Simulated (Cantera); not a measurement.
Equilibrium for hydrogen reduction and annealing atmospheres: Al2O3 + H2 + N2

Charge: 1 mol Al2O3, 1.2 mol H2, 0.39 mol N2, equilibrated at 1975 K.

Cantera equilibrium calculation (NASA polynomials, part measured and part estimated; ideal gas, pure solids and liquids). Candidate condensed phases: Al, AlN, Al2O3, H2O; 35 gas species. Mutual solubility and eutectic melting of coexisting phases are not modelled. The tables' values for AlOH are old estimates; treat these amounts as uncertain. Condensed phases not in the tables: aluminium oxynitride. Rates play no part.

From 0.0750 Torr to 1800 Torr the condensed part is Al2O3(s). At 7500 Torr the condensed part is AlN(s) + Al2O3(s). The main Al-bearing gas is Al throughout.

```csv
P (Pa),log p H2,log p N2,log p H,log p H2O,log p Al,log p Al2O,log p NH3,n Al2O3(s),n AlN(s)
10,-4.18,-4.64,-4.96,-6.69,-6.90,-8.05,-13.27,0.999,0
42,-3.53,-4.00,-4.63,-6.29,-6.52,-7.54,-11.97,0.999,0
180,-2.88,-3.36,-4.30,-5.89,-6.15,-7.04,-10.68,1.000,0
750,-2.25,-2.74,-3.99,-5.50,-5.78,-6.56,-9.43,1.000,0
3200,-1.62,-2.11,-3.67,-5.11,-5.42,-6.08,-8.16,1.000,0
13000,-1.01,-1.50,-3.37,-4.73,-5.08,-5.62,-6.94,1.000,0
56000,-0.37,-0.86,-3.05,-4.32,-4.74,-5.16,-5.67,1.000,0
240000,0.26,-0.23,-2.74,-3.66,-4.78,-5.22,-4.41,1.000,0
1000000,0.88,0.39,-2.43,-2.83,-5.09,-5.63,-3.17,1.000,0.000152
```
log p: log10 of the partial pressure in bar; n: condensed amount in mol.
